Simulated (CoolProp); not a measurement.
The fluid at 441.77 K and 0.305 MPa flows at 1 m/s in a round tube of 10 mm bore and 0.25 µm roughness, fully developed (64/Re and Nu = 3.66 if laminar; Colebrook and Gnielinski if turbulent). The same conditions are run with several fluids, on thermodynamics alone (safety and materials aside).

Values from CoolProp's reference Helmholtz-energy equation of state of each fluid (methane: Setzmann 1991; n-pentane: Thol 2019; R11: Jacobsen 1992; isobutane: Bücker 2006).

```csv
fluid,Reynolds number,Darcy friction factor,pressure drop (Pa/m),heat-transfer coefficient (W/(m² K)),mass flow (kg/h)
methane,863,0.0741,4.94,21.1,0.377
n-pentane,6330,0.0350,10.9,64.0,1.76
R11,7700,0.0332,19.5,34.2,3.32
isobutane,4520,0.0385,9.51,51.9,1.40
```

Transport values come from each fluid's own correlations; those of n-pentane, R11 are estimates that may be off by 10 % or more.
